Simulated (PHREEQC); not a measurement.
Consider water at 25 °C with 9e-05 mol/kgw Ca(HCO3)2 and 0.00022 mol/kgw H2S. Closed to the air; pH follows from the charge balance.

Equilibrium calculation in PHREEQC: ion-association model, phreeqc.dat.

No solid was allowed to form.

Task: Predict the pH, ionic strength.

Result: pH 6.57; ionic strength 0.000270 mol/kgw.

Task: In which forms is C present?

Result: HCO3- 63 %, CO2 37 % of the C.
